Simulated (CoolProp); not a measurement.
Vapour-liquid equilibrium of hydrogen chloride (1) + n-butane (2) at 262.6 K; x and y are mole fractions of (1).

Model: multi-fluid Helmholtz-energy mixture model, Thol 2018 and Bücker 2006; pair parameters Bell 2016, in CoolProp.

Task: Give the bubble pressure and the first vapour's composition at x = 0.35, 0.65, 0.725. Is there an azeotrope?

Result: x = 0.35: 1017 kPa, y = 0.937; x = 0.65: 1413 kPa, y = 0.962; x = 0.725: 1500 kPa, y = 0.967. No azeotrope shows between x = 0.05 and 0.95.

Pair parameters are fitted to limited data, so mixtures are less certain than the pure fluids. With so large a gap from Raoult's law the liquid may split in two, which this calculation doesn't test in full.
